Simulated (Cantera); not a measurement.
A freely propagating, adiabatic, planar premixed flame of 16.4 % CH3OH, 17.5 % O2, 66.1 % N2, unburnt at 373 K and 100.0 Torr; mixture-averaged transport, grid criteria slope 0.08 and curve 0.16, no radiation.

Computed with Cantera and GRI-Mech 3.0 (53 species, 325 reactions). GRI-Mech 3.0 was tuned for natural gas; its chemistry of methanol as a main component is partial and can be far from experiment. Burning velocities carry a grid error of a few per cent, more on coarse grids.

x: mole fraction of selected species; z is measured from the peak of heat release.

```json
[
 {"z (mm)": "-4.91", "T (K)": "373", "u (m/s)": "0.853", "x CH3OH": "0.163", "x O2": "0.175", "x CO2": "1.41e-7", "x C2H4": "<1e-8", "x H": "<1e-8", "x HCN": "<1e-8"},
 {"z (mm)": "-3.27", "T (K)": "375", "u (m/s)": "0.864", "x CH3OH": "0.162", "x O2": "0.173", "x CO2": "3.22e-6", "x C2H4": "<1e-8", "x H": "<1e-8", "x HCN": "<1e-8"},
 {"z (mm)": "-2.46", "T (K)": "386", "u (m/s)": "0.895", "x CH3OH": "0.161", "x O2": "0.171", "x CO2": "2.48e-5", "x C2H4": "1.33e-8", "x H": "<1e-8", "x HCN": "<1e-8"},
 {"z (mm)": "-1.64", "T (K)": "472", "u (m/s)": "1.12", "x CH3OH": "0.153", "x O2": "0.163", "x CO2": "0.000359", "x C2H4": "1.84e-7", "x H": "2.71e-8", "x HCN": "1.09e-8"},
 {"z (mm)": "-0.818", "T (K)": "887", "u (m/s)": "2.21", "x CH3OH": "0.112", "x O2": "0.126", "x CO2": "0.00386", "x C2H4": "1.87e-6", "x H": "5.84e-6", "x HCN": "1.12e-7"},
 {"z (mm)": "-0.409", "T (K)": "[?]", "u (m/s)": "3.29", "x CH3OH": "[?]", "x O2": "[?]", "x CO2": "[?]", "x C2H4": "[?]", "x H": "[?]", "x HCN": "[?]"},
 {"z (mm)": "0", "T (K)": "1637", "u (m/s)": "4.41", "x CH3OH": "0.0115", "x O2": "0.0535", "x CO2": "0.0179", "x C2H4": "7.70e-6", "x H": "0.00267", "x HCN": "5.02e-7"},
 {"z (mm)": "0.409", "T (K)": "1769", "u (m/s)": "4.82", "x CH3OH": "0.000332", "x O2": "0.0312", "x CO2": "0.0281", "x C2H4": "3.31e-6", "x H": "0.00967", "x HCN": "6.90e-7"},
 {"z (mm)": "0.818", "T (K)": "1798", "u (m/s)": "4.89", "x CH3OH": "2.12e-6", "x O2": "0.0175", "x CO2": "0.0382", "x C2H4": "3.56e-7", "x H": "0.0156", "x HCN": "5.85e-7"},
 {"z (mm)": "1.64", "T (K)": "1823", "u (m/s)": "4.93", "x CH3OH": "<1e-8", "x O2": "[?]", "x CO2": "[?]", "x C2H4": "<1e-8", "x H": "0.0204", "x HCN": "[?]"},
 {"z (mm)": "3.27", "T (K)": "1843", "u (m/s)": "4.96", "x CH3OH": "<1e-8", "x O2": "0.00388", "x CO2": "0.0652", "x C2H4": "<1e-8", "x H": "0.0214", "x HCN": "7.83e-8"},
 {"z (mm)": "6.55", "T (K)": "1863", "u (m/s)": "4.99", "x CH3OH": "<1e-8", "x O2": "0.00323", "x CO2": "0.0690", "x C2H4": "<1e-8", "x H": "0.0203", "x HCN": "<1e-8"},
 {"z (mm)": "13.1", "T (K)": "1890", "u (m/s)": "5.06", "x CH3OH": "<1e-8", "x O2": "0.00271", "x CO2": "0.0692", "x C2H4": "<1e-8", "x H": "0.0179", "x HCN": "<1e-8"}
]
```

**Question.** Some entries are withheld; supply them.

**Answer.** 
- -0.409, T (K): 1271
- -0.409, x CH3OH: 0.0618
- -0.409, x O2: 0.0898
- -0.409, x CO2: 0.00923
- -0.409, x C2H4: 4.35e-6
- -0.409, x H: 0.000180
- -0.409, x HCN: 2.57e-7
- 1.64, x O2: 0.00693
- 1.64, x CO2: 0.0532
- 1.64, x HCN: 2.99e-7
